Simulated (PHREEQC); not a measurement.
A solution holds 0.0072 mol/kgw HF, 8.4e-05 mol/kgw H2SiF6, 0.00034 mol/kgw HBF4 and 4.2e-05 mol/kgw HNO3, at 15 °C. Closed to the air; pH follows from the charge balance.

All values are PHREEQC results (ion-association model, phreeqc.dat), not measurements.

```json
[
 {"quantity": "pH", "before": "2.63", "after": "3.06"},
 {"quantity": "ionic strength (mol/kgw)", "before": "0.00256", "after": "0.000932"},
 {"quantity": "HF (mol/kgw)", "before": "0.00530", "after": "0.000829"},
 {"quantity": "F- (mol/kgw)", "before": "0.00190", "after": "0.000779"},
 {"quantity": "BF4- (mol/kgw)", "before": "0.000309", "after": "1.48e-5"},
 {"quantity": "HF2- (mol/kgw)", "before": "3.52e-5", "after": "2.26e-6"},
 {"quantity": "SI of Quartz (SiO2)", "before": "-3.64", "after": "-0.11"}
]
```

Problem. Name the change that produced these shifts.
A) HBF4 from 0.00034 to 0.00051 mol/kgw
B) HNO3 from 4.2e-05 to 2.1e-05 mol/kgw
C) H2SiF6 from 8.4e-05 to 7.56e-05 mol/kgw
D) HF left out

Solution. D, HF left out

No solid was allowed to form. SiF6-2 is the database's only silicon fluoride. Real BF4- forms and hydrolyses slowly; the run takes it at equilibrium.
